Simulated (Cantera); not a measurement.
Feed: 1 mol TEOS, 9 mol H2O, equilibrated at 13.3 mbar.

Equilibrium computed with Cantera from the NASA thermochemical tables; the gas is ideal and each condensed phase is pure. Candidate condensed phases: C, C6H6, C7H8, C8H18, H2O, Si, SiC, SiO2; 123 gas species. The feed counts by its element totals alone. The tables hold silica as quartz up to 1696 K and as liquid above; real silica turns to tridymite and cristobalite and melts near 1996 K. Rates play no part.

Problem. Which condensed phases are stable at each of these points (T (°C)): 375, 475, 575, 675, 775, 875, 975, 1075, 1175, 1275, 1375, 1475, 1575?

Solution. 
```json
[
 {"T (°C)": "375", "condensed phases": "C(graphite) + SiO2(α-quartz)", "Si condensed (%)": "100.0"},
 {"T (°C)": "475", "condensed phases": "C(graphite) + SiO2(α-quartz)", "Si condensed (%)": "100.0"},
 {"T (°C)": "575", "condensed phases": "SiO2(β-quartz)", "Si condensed (%)": "100.0"},
 {"T (°C)": "675", "condensed phases": "SiO2(β-quartz)", "Si condensed (%)": "100.0"},
 {"T (°C)": "775", "condensed phases": "SiO2(β-quartz)", "Si condensed (%)": "100.0"},
 {"T (°C)": "875", "condensed phases": "SiO2(β-quartz)", "Si condensed (%)": "100.0"},
 {"T (°C)": "975", "condensed phases": "SiO2(β-quartz)", "Si condensed (%)": "100.0"},
 {"T (°C)": "1075", "condensed phases": "SiO2(β-quartz)", "Si condensed (%)": "100.0"},
 {"T (°C)": "1175", "condensed phases": "SiO2(β-quartz)", "Si condensed (%)": "100.0"},
 {"T (°C)": "1275", "condensed phases": "SiO2(β-quartz)", "Si condensed (%)": "100.0"},
 {"T (°C)": "1375", "condensed phases": "SiO2(β-quartz)", "Si condensed (%)": "99.9"},
 {"T (°C)": "1475", "condensed phases": "SiO2(condensed)", "Si condensed (%)": "99.0"},
 {"T (°C)": "1575", "condensed phases": "SiO2(condensed)", "Si condensed (%)": "93.4"}
]
```

From 375 °C to 475 °C the condensed part is C(graphite) + SiO2(α-quartz). From 575 °C to 1375 °C the condensed part is SiO2(β-quartz). From 1475 °C to 1575 °C the condensed part is SiO2(condensed).
